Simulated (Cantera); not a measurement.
A Cantera script and its output.

```python
import numpy as np
import cantera as ct

gas = ct.Solution("gri30.yaml", transport_model="multicomponent")
show = ['N2', 'CH4', 'OH']

rows = []
print(f"{'T/K':>7s}{'rho':>11s}{'cp':>10s}{'mu':>11s}{'lambda':>11s}{'Pr':>7s}" + "".join(f"{'D_' + s:>11s}" for s in show))
for T in [400, 550, 700, 850, 1000, 1150, 1300, 1450, 1600]:
    gas.TPX = T, 6300, {'H2O': 0.88, 'NO': 0.088}
    Pr = gas.cp_mass * gas.viscosity / gas.thermal_conductivity
    D = [gas.mix_diff_coeffs_mole[gas.species_index(s)] for s in show]
    rows.append([gas.density, gas.cp_mass, gas.viscosity, gas.thermal_conductivity, Pr, *D])
    print(f"{T:7g}{gas.density:11.4e}{gas.cp_mass:10.1f}{gas.viscosity:11.4e}"
          f"{gas.thermal_conductivity:11.4e}{Pr:7.3f}" + "".join(f"{d:11.4e}" for d in D))
print("SI units: kg/m3, J/kg/K, Pa s, W/m/K, m2/s")
```

It prints:

```
    T/K        rho        cp         mu     lambda     Pr       D_N2      D_CH4       D_OH
    400 3.6191e-02    1773.2 1.4839e-05 3.7016e-02  0.711 6.2740e-04 6.3621e-04 1.0033e-03
    550 2.6320e-02    1848.1 2.0554e-05 5.4084e-02  0.702 1.1313e-03 1.1628e-03 1.7862e-03
    700 2.0680e-02    1937.2 2.6206e-05 7.2614e-02  0.699 1.7453e-03 1.8105e-03 2.7333e-03
    850 1.7031e-02    2030.2 3.1722e-05 9.2228e-02  0.698 2.4575e-03 2.5657e-03 3.8282e-03
   1000 1.4476e-02    2126.7 3.7075e-05 1.1286e-01  0.699 3.2599e-03 3.4189e-03 5.0590e-03
   1150 1.2588e-02    2222.8 4.2255e-05 1.3429e-01  0.699 4.1461e-03 4.3628e-03 6.4172e-03
   1300 1.1136e-02    2312.1 4.7262e-05 1.5602e-01  0.700 5.1115e-03 5.3921e-03 7.8960e-03
   1450 9.9836e-03    2394.4 5.2100e-05 1.7787e-01  0.701 6.1523e-03 6.5024e-03 9.4898e-03
   1600 9.0476e-03    2469.7 5.6775e-05 1.9968e-01  0.702 7.2654e-03 7.6901e-03 1.1194e-02
SI units: kg/m3, J/kg/K, Pa s, W/m/K, m2/s
```

Detailed kinetics in Cantera: GRI-Mech 3.0 (53 species, 325 reactions). Polar gases are described roughly by these parameters. The composition is frozen, though it would react at the higher temperatures.
